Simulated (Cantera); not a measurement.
A closed system holds: 1 mol CH3Cl, 0.15 mol CH4, 6.1 mol H2, held at 2148.15 K.

Method: chemical equilibrium by Gibbs-energy minimisation in Cantera with the NASA 1993 tables (ideal gas, pure condensed phases). Candidate condensed phases: C, C6H6, C7H8, C8H18; 91 gas species. Rates play no part.

x: gas mole fraction; n: condensed amount in mol.

```json
[
 {"P (Pa)": "1", "x H2": "0.256", "x H": "0.667", "x HCl": "0.0262", "x Cl": "0.0501", "x C2H2 (acetylene)": "?", "n C(graphite)": "1.13"},
 {"P (Pa)": "4.20", "x H2": "0.468", "x H": "0.440", "x HCl": "0.0537", "x Cl": "0.0370", "x C2H2 (acetylene)": "?", "n C(graphite)": "1.13"},
 {"P (Pa)": "18", "x H2": "0.646", "x H": "0.250", "x HCl": "0.0801", "x Cl": "0.0227", "x C2H2 (acetylene)": "?", "n C(graphite)": "1.13"},
 {"P (Pa)": "75", "x H2": "0.756", "x H": "0.132", "x HCl": "0.0979", "x Cl": "0.0125", "x C2H2 (acetylene)": "?", "n C(graphite)": "1.12"},
 {"P (Pa)": "320", "x H2": "0.817", "x H": "0.0667", "x HCl": "0.108", "x Cl": "0.00646", "x C2H2 (acetylene)": "0.00157", "n C(graphite)": "1.12"},
 {"P (Pa)": "1300", "x H2": "0.848", "x H": "0.0337", "x HCl": "0.114", "x Cl": "0.00330", "x C2H2 (acetylene)": "0.00162", "n C(graphite)": "1.12"},
 {"P (Pa)": "5600", "x H2": "0.864", "x H": "0.0164", "x HCl": "0.116", "x Cl": "0.00161", "x C2H2 (acetylene)": "0.00166", "n C(graphite)": "1.12"},
 {"P (Pa)": "24000", "x H2": "0.872", "x H": "0.00795", "x HCl": "0.118", "x Cl": "0.000786", "x C2H2 (acetylene)": "0.00167", "n C(graphite)": "1.12"},
 {"P (Pa)": "100000", "x H2": "0.875", "x H": "0.00390", "x HCl": "0.118", "x Cl": "0.000386", "x C2H2 (acetylene)": "0.00168", "n C(graphite)": "1.12"}
]
```

**Question.** Complete the blanks.

**Answer.** 
- 1, x C2H2 (acetylene): 0.000490
- 4.20, x C2H2 (acetylene): 0.000897
- 18, x C2H2 (acetylene): 0.00124
- 75, x C2H2 (acetylene): 0.00145
